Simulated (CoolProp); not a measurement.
A single-stage vapour-compression cycle with the fluid: evaporating at 269.15 K (dew point), condensing at 292.15 K (bubble point), superheat 8 K, subcooling 2 K, compressor efficiency 0.9, no pressure losses. The same conditions are run with several fluids, on thermodynamics alone (safety and materials aside).

Computed with CoolProp (reference Helmholtz-energy equation of state of each fluid (CH2F2 (R32): Tillner-Roth 1997; R115: Lemmon 2016; ethane: Bücker 2006; R13: Platzer 1990; isobutene: Lemmon 2005; propylene: Lemmon 2013)). The equations of Platzer and Polt are older, rougher fits.

Q: Rank CH2F2 (R32), R115, ethane, R13, isobutene, propylene by cooling COP, highest first.

A: isobutene (9.81), propylene (9.43), R115 (9.26), CH2F2 (R32) (9.20), ethane (7.53), R13 (7.30)

| fluid | pressure ratio | discharge temperature (K) | refrigerating effect (kJ/kg) | volumetric capacity (kJ/m³) |
|---|---|---|---|---|
| CH2F2 (R32) | 2.01 | 322.5 | 293 | 5410 |
| R115 | 1.98 | 297.6 | 94.4 | 2720 |
| ethane | 1.70 | 311.4 | 260 | 9820 |
| R13 | 1.75 | 307.8 | 74.0 | 8040 |
| isobutene | 2.23 | 303.3 | 353 | 1020 |
| propylene | 1.92 | 308.0 | 344 | 3620 |
